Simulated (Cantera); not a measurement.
What does this Cantera script print?

```python
import numpy as np
import cantera as ct

gas_names = """
    Electron H H+ H- HNO HNO2 HNO3 HO2 H2 H2+ H2- H2O H2O+ H2O2 H3O+ N N+ N- NH NH+ NH2 NH3 NH2OH NH4+
    NO NO+ NO2 NO2- NO3 NO3- N2 N2+ N2- N2H2 N2H4 N2O N2O+ O O+ O- OH OH+ OH- O2 O2+ O2- O3
""".split()
cond_names = """
    H2O(s) H2O(L)
""".split()


def load(file, names, dense=False):
    # The tables refer to 1 bar. Condensed volumes are neglected.
    table = {s.name: s for s in ct.Species.list_from_file(file)}
    out = []
    for n in names:
        d = dict(table[n].input_data)
        d["thermo"] = dict(d["thermo"], **{"reference-pressure": 1e5})
        if dense:
            d["equation-of-state"] = {"model": "constant-volume", "density": "1e6 g/cm^3"}
        out.append(ct.Species.from_dict(d))
    return out


gas = ct.Solution(thermo="ideal-gas", species=load("nasa_gas.yaml", gas_names))
cond = {s.name: ct.Solution(thermo="fixed-stoichiometry", species=[s], name=s.name)
        for s in load("nasa_condensed.yaml", cond_names, dense=True)}
atoms = {
    'NH3': {'N': 1, 'H': 3},
    'O2': {'O': 2},
    'N2': {'N': 2},
}
top_T = {}  # K; cautious upper limits of use, not melting points


def equilibrate(T, P, feed):
    n = {}
    for name, mol in feed.items():
        for a, k in atoms[name].items():
            n[a] = n.get(a, 0.0) + k * mol
    gas.TPX = T, P, n
    mass = sum(n.values()) * gas.mean_molecular_weight
    gas.equilibrate("TP")
    valid = [c for c in cond.values() if c.min_temp <= T <= top_T.get(c.name, c.max_temp)]
    mix = ct.Mixture([(gas, mass / gas.mean_molecular_weight)] + [(c, 0.0) for c in valid])
    mix.T, mix.P = T, P
    mix.equilibrate("TP", solver="vcs", rtol=1e-11, max_steps=5000)
    return mix


results = []
feed = {'NH3': 1, 'O2': 0.36, 'N2': 24}  # mol
P = 38  # Pa
for T in [2000, 2500, 3000, 3500, 4000, 4500, 5000]:
    mix = equilibrate(T, P, feed)
    results.append((T, P, feed, dict(zip(mix.species_names, mix.species_moles))))
    x = sorted(zip(gas.X, gas.species_names), reverse=True)
    print(f"T = {T:g} K  P = {P:g} Pa  gas = {mix.phase_moles(0):.4g} mol")
    print("   x: " + "  ".join(f"{s} {v:.3e}" for v, s in x if v > 0.001))
    print("   condensed (mol): " + ("  ".join(f"{mix.phase(i).name} {mix.phase_moles(i):.4g}"
          for i in range(1, mix.n_phases) if mix.phase_moles(i) > 1e-12) or "none"))
```

Result:

```
T = 2000 K  P = 38 Pa  gas = 26.21 mol
   x: N2 9.345e-01  H2 2.503e-02  H2O 2.494e-02  H 1.320e-02  OH 1.314e-03
   condensed (mol): none
T = 2500 K  P = 38 Pa  gas = 27.95 mol
   x: N2 8.757e-01  H 9.398e-02  O 2.053e-02  H2 5.309e-03  OH 1.763e-03  NO 1.461e-03
   condensed (mol): none
T = 3000 K  P = 38 Pa  gas = 28.22 mol
   x: N2 8.677e-01  H 1.059e-01  O 2.495e-02
   condensed (mol): none
T = 3500 K  P = 38 Pa  gas = 28.37 mol
   x: N2 8.583e-01  H 1.057e-01  O 2.519e-02  N 1.053e-02
   condensed (mol): none
T = 4000 K  P = 38 Pa  gas = 29.41 mol
   x: N2 7.925e-01  H 1.020e-01  N 8.105e-02  O 2.439e-02
   condensed (mol): none
T = 4500 K  P = 38 Pa  gas = 34.04 mol
   x: N2 5.487e-01  N 3.420e-01  H 8.812e-02  O 2.109e-02
   condensed (mol): none
T = 5000 K  P = 38 Pa  gas = 44.5 mol
   x: N 7.313e-01  N2 1.849e-01  H 6.740e-02  O 1.615e-02
   condensed (mol): none
```

These are equilibrium values from Cantera (NASA tables, ideal gas, pure condensed phases), not measurements of a reactor.
